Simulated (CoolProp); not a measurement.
Vapour pressure (bar) of carbon dioxide: the reference equation beside estimates from Tc = 31.0 °C, pc = 73.77 bar, ω = 0.224. Clausius-Clapeyron is anchored at -36.75 °C with a constant enthalpy of vaporisation of 13.93 kJ/mol.

Computed with CoolProp (reference Helmholtz-energy equation of state, Span 1996).

| T (°C) | reference | Clausius-Clapeyron | Peng-Robinson |
|---|---|---|---|
| -49.55 | 6.949 | 7.533 | 6.903 |
| -45.25 | 8.238 | 8.677 | 8.175 |
| -41.05 | 9.662 | 9.911 | 9.581 |
| -36.75 | 11.30 | 11.30 | 11.20 |
| -32.45 | 13.14 | 12.83 | 13.02 |
| -28.15 | 15.19 | 14.49 | 15.06 |
| -23.85 | 17.46 | 16.31 | 17.32 |
| -19.65 | 19.91 | 18.23 | 19.76 |
| -15.35 | 22.67 | 20.35 | 22.53 |
| -11.05 | 25.70 | 22.64 | 25.57 |
| -6.75 | 29.02 | 25.10 | 28.90 |
| -2.55 | 32.56 | 27.67 | 32.46 |

Absolute difference from the reference over all 12 rows, mean and median: Clausius-Clapeyron 7.4 and 7.5 %, Peng-Robinson 0.7 and 0.8 %.
